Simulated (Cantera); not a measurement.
**Thermodynamics of fluorocarbon and chlorocarbon gases, feed c-C₄F₈ + CH₄ + H₂**

Feed: 1 mol c-C₄F₈, 0.045 mol CH₄, 16 mol H₂, held at 0.0790 bar.

Method: chemical equilibrium by Gibbs-energy minimisation in Cantera with the NASA 1993 tables (ideal gas, pure condensed phases). Candidate condensed phases: C, C₆H₆, C₇H₈, C₈H₁₈; 95 gas species. The feed counts by its element totals alone. Rates play no part.

```tsv
T (K)	log p H	log p H₂	log p HF	log p C₃	log p C₂H₂ (acetylene)	log p C₂H	log p F	log p C	n C(graphite)
2973	-1.63	-1.57	-1.58	-3.63	-2.81	-3.65	-3.86	-4.41	2.69
2998	-1.60	-1.59	-1.58	-3.52	-2.80	-3.58	-3.80	-4.30	2.54
3023	-1.58	-1.62	-1.59	-3.40	-2.79	-3.51	-3.74	-4.20	2.36
3048	-1.56	-1.64	-1.60	-3.29	-2.78	-3.44	-3.69	-4.10	2.15
3073	-1.54	-1.66	-1.60	-3.18	-2.78	-3.37	-3.63	-4.00	1.89
3098	-1.52	-1.69	-1.61	-3.07	-2.77	-3.31	-3.58	-3.90	1.58
3123	-1.50	-1.71	-1.62	-2.96	-2.77	-3.25	-3.52	-3.81	1.20
3148	-1.49	-1.74	-1.63	-2.85	-2.77	-3.19	-3.47	-3.71	0.735
3173	-1.47	-1.77	-1.64	-2.75	-2.77	-3.13	-3.41	-3.62	0.153
3198	-1.45	-1.80	-1.64	-2.71	-2.82	-3.12	-3.36	-3.55	0
3223	-1.44	-1.83	-1.65	-2.70	-2.88	-3.12	-3.31	-3.49	0
3248	-1.42	-1.85	-1.66	-2.69	-2.93	-3.13	-3.26	-3.43	0
```
log p: log10 of the partial pressure in bar; n: condensed amount in mol.

From 2973 K to 3173 K the condensed part is C(graphite). From 3198 K to 3248 K nothing is condensed. The main C-bearing gas is C₂H₂ (acetylene) at 2973 K and C₃ at 3248 K.
